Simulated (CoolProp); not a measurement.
Vapour-liquid equilibrium of ethylene (1) + ethane (2) at 18.2 bar; x and y are mole fractions of (1).

Computed with CoolProp (multi-fluid Helmholtz-energy mixture model, Smukala 2000 and Bücker 2006; pair parameters Bell 2016).

Q: Give the bubble temperature and the first vapour's composition at x = 0.2, 0.725, 0.8. Is there an azeotrope?

A: x = 0.2: -16.6 °C, y = 0.277; x = 0.725: -27.5 °C, y = 0.794; x = 0.8: -28.8 °C, y = 0.854. No azeotrope shows between x = 0.05 and 0.95.

The pair parameters rest on a limited set of measurements; away from them the model extrapolates.
